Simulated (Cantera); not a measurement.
Feed: 1 mol MgO, 0.93 mol Br2, 0.012 mol O2, held at 1500 K and 1 atm.

Cantera equilibrium calculation (NASA polynomials, part measured and part estimated; ideal gas, pure solids and liquids). Candidate condensed phases: Br2, Mg, MgBr2, MgO; 10 gas species. Kinetics and transport are ignored.

Base state: Br2 0.721, Br 0.252, O2 0.0165, MgBr2 0.0108 (mole fractions); condensed: MgO(s).

Question: What changes in the equilibrium state with this change: temperature from 1500 K to 1125 K?

Answer: 
```json
[
 {"species": "Br2", "before": "0.721", "after": "0.967"},
 {"species": "Br", "before": "0.252", "after": "0.0208"},
 {"species": "O2", "before": "0.0165", "after": "0.0126"},
 {"species": "MgBr2", "before": "0.0108", "after": "1.61e-5"},
 {"species": "MgO(s), mol", "before": "0.988", "after": "1.000"}
]
```
